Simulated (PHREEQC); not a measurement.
PHREEQC input (Pitzer model, pitzer.dat):

```
SOLUTION 1
  temp 20
  units mol/kgw
  pH 7 charge
  Cl 0.374
  K 0.35
  Na 0.344
  S(6) 0.16
END
USE solution 1
INCREMENTAL_REACTIONS false
REACTION 1
  H2O -1
  0 9.886 18.011 24.689 30.178 34.689 38.397 41.444
  43.949 46.007 47.699 49.089 50.232 51.172 51.944 52.578
  53.1 53.528 53.88 54.17 54.408 54.603 54.764 54.896 moles
EQUILIBRIUM_PHASES 1
  Arcanite 0 0
  Glaserite 0 0
  Halite 0 0
  Mirabilite 0 0
  Misenite 0 0
  Sylvite 0 0
  Thenardite 0 0
SELECTED_OUTPUT 1
  -reset false
  -pH true
  -pe true
  -ionic_strength true
  -water true
  -activities H2O
  -totals Cl K Na S
  -molalities H+ Na+ K+ Cl- SO4-2 OH- HSO4-
  -equilibrium_phases Arcanite Glaserite Halite Mirabilite Misenite Sylvite Thenardite
PRINT
  -reset false
END
```

Selected output (columns that matter, 14 of 24 rows; water left (kg) added in front):

```
water left (kg)	pH	mu	Cl	K	Na	S	m_H+	m_Na+	m_K+	m_Cl-	la_H2O	Glaserite	Halite	Sylvite
1	7.2768	0.854	0.374	0.35	0.344	0.16	8.3662e-08	0.344	0.35	0.374	-0.0079179	0	0	0
0.675514	7.2921	1.2642	0.55365	0.51812	0.50924	0.23686	7.9791e-08	0.50924	0.51812	0.55365	-0.011587	0	0	0
0.456313	7.3057	1.8715	0.81961	0.76702	0.75387	0.35064	7.2466e-08	0.75387	0.76702	0.81961	-0.017044	0	0	0
0.375043	7.3123	2.2771	0.99722	0.93323	0.91723	0.42662	6.6884e-08	0.91723	0.93323	0.99722	-0.020745	0	0	0
0.253345	7.3278	3.3709	1.4762	1.3815	1.3578	0.63155	5.084e-08	1.3578	1.3815	1.4762	-0.031108	0	0	0
0.171138	7.2842	4.1735	2.1854	1.6368	1.874	0.66271	3.9715e-08	1.874	1.6368	2.1854	-0.043343	0.023293	0	0
0.115613	7.1817	4.8631	3.2349	1.7655	2.5548	0.5427	3.2467e-08	2.5548	1.7655	3.2349	-0.060501	0.048628	0	0
0.0950203	7.1186	5.3562	3.936	1.8677	3.0151	0.47339	2.8316e-08	3.0151	1.8677	3.936	-0.073249	0.057509	0	0
0.0641769	6.9633	6.7779	5.8276	2.1891	4.272	0.31674	1.9533e-08	4.272	2.1891	5.8276	-0.11297	0.069836	0	0
0.0433504	6.9019	7.7576	6.8214	2.0068	5.4388	0.31208	1.4035e-08	5.4388	2.0068	6.8214	-0.14151	0.073236	0.034992	0.0433
0.0292979	6.9019	7.7576	6.8214	2.0068	5.4388	0.31208	1.4035e-08	5.4388	2.0068	6.8214	-0.14151	0.075428	0.10923	0.064921
0.0240733	6.9018	7.7576	6.8214	2.0068	5.4388	0.31208	1.4039e-08	5.4388	2.0068	6.8214	-0.14151	0.076244	0.13683	0.07296
0.0162724	6.9019	7.7576	6.8214	2.0068	5.4388	0.31208	1.4035e-08	5.4388	2.0068	6.8214	-0.14151	0.077461	0.17804	0.084963
0.0109937	6.9019	7.7576	6.8214	2.0068	5.4388	0.31208	1.4035e-08	5.4388	2.0068	6.8214	-0.14151	0.078285	0.20592	0.093085
```
